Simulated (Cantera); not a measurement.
# Stirred combustor or abatement burner

A perfectly stirred reactor is fed with 4.14 % CH4, 20.2 % O2, 75.7 % N2, at 13.8 atm; it is adiabatic with a 300 K inlet, and is followed from long to short residence time, starting on the burning branch (τ in s: 0.048, 0.025, 0.013, 0.0068, 0.0036, 0.0019, 0.00097, 0.00051, 0.00026, 0.00014, 7.2e-05, 3.8e-05).

Model: GRI-Mech 3.0 (53 species, 325 reactions), integrated in Cantera. The pressure lies above the range GRI-Mech 3.0 was tuned for (to about 10 atm).

```tsv
τ (s)	T (K)	x CH4	x O2	x H2	x HCN	x O
0.048	1204	0.00168	0.126	8.51e-5	4.73e-12	2.18e-7
0.025	300	0.0414	0.202	<1e-12	<1e-12	<1e-12
0.013	300	0.0414	0.202	<1e-12	<1e-12	<1e-12
0.0068	300	0.0414	0.202	<1e-12	<1e-12	<1e-12
0.0036	300	0.0414	0.202	<1e-12	<1e-12	<1e-12
0.0019	300	0.0414	0.202	<1e-12	<1e-12	<1e-12
0.00097	300	0.0414	0.202	<1e-12	<1e-12	<1e-12
0.00051	300	0.0414	0.202	<1e-12	<1e-12	<1e-12
0.00026	300	0.0414	0.202	<1e-12	<1e-12	<1e-12
0.00014	300	0.0414	0.202	<1e-12	<1e-12	<1e-12
7.2e-5	300	0.0414	0.202	<1e-12	<1e-12	<1e-12
3.8e-5	300	0.0414	0.202	<1e-12	<1e-12	<1e-12
```
x: mole fraction; the columns are a selection and need not sum to one.
